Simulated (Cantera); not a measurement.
Cantera run, input and output.

```python
import numpy as np
import cantera as ct

gas = ct.Solution("h2o2.yaml")
gas.TP = 300, 260000
flame = ct.CounterflowDiffusionFlame(gas, width=0.02)
flame.fuel_inlet.X, flame.fuel_inlet.T = {'H2': 1}, 525
flame.oxidizer_inlet.X, flame.oxidizer_inlet.T = {'O2': 0.19, 'N2': 0.81}, 425
flame.set_refine_criteria(ratio=3, slope=0.12, curve=0.24, prune=0.03)
show = ['OH', 'H', 'H2O', 'HO2']

rows = []
print(f"{'mdot':>8s}{'a_max':>10s}{'a_mean':>10s}{'Tmax/K':>9s}" + "".join(f"{s:>11s}" for s in show) + "   (peak mole fractions)")
for i, mdot in enumerate([1.6, 2, 2.5, 3.2, 4, 5.1, 6.4, 8.2, 10]):  # kg/m2/s on the oxidiser side
    flame.oxidizer_inlet.mdot, flame.fuel_inlet.mdot = mdot, 0.23 * mdot
    flame.solve(loglevel=0, auto=(i == 0))
    if flame.T.max() < max(525, 425) + 100:
        print(f"{mdot:8.3g}  no burning solution found from the previous one")
        break
    dT = np.abs(np.gradient(flame.T, flame.grid))
    rows.append([flame.strain_rate("max"), flame.strain_rate("mean"), flame.T.max(),
                 *(flame.X[gas.species_index(s)].max() for s in show), max(dT[0], dT[-1]) / dT.max()])
    print(f"{mdot:8.3g}{rows[-1][0]:10.1f}{rows[-1][1]:10.1f}{rows[-1][2]:9.1f}" + "".join(f"{x:11.3e}" for x in rows[-1][3:-1]))
```

It prints:

```
    mdot     a_max    a_mean   Tmax/K         OH          H        H2O        HO2   (peak mole fractions)
     1.6     831.9     191.0   2512.8  1.410e-02  7.857e-03  2.695e-01  3.010e-05
       2    1039.1     238.8   2497.6  1.438e-02  8.465e-03  2.677e-01  3.803e-05
     2.5    1261.1     298.5   2477.8  1.460e-02  9.027e-03  2.665e-01  4.555e-05
     3.2    1599.9     382.0   2462.4  1.500e-02  9.867e-03  2.649e-01  5.568e-05
       4    1980.5     477.6   2442.0  1.527e-02  1.070e-02  2.636e-01  6.647e-05
     5.1    2520.3     608.9   2422.6  1.561e-02  1.174e-02  2.619e-01  7.953e-05
     6.4    3158.3     764.1   2398.2  1.584e-02  1.277e-02  2.605e-01  9.288e-05
     8.2    4047.7     979.0   2369.5  1.603e-02  1.403e-02  2.589e-01  1.088e-04
      10    4919.8    1193.9   2340.9  1.608e-02  1.502e-02  2.574e-01  1.225e-04
```

Computed with Cantera and the H2/O2 subset of GRI-Mech 3.0, which has no nitrogen chemistry. The hydrogen kinetics of GRI-Mech 3.0 are dated; newer H2 mechanisms differ, most at raised pressure. The maximum strain rate includes the flame's own expansion and is several times the mean.
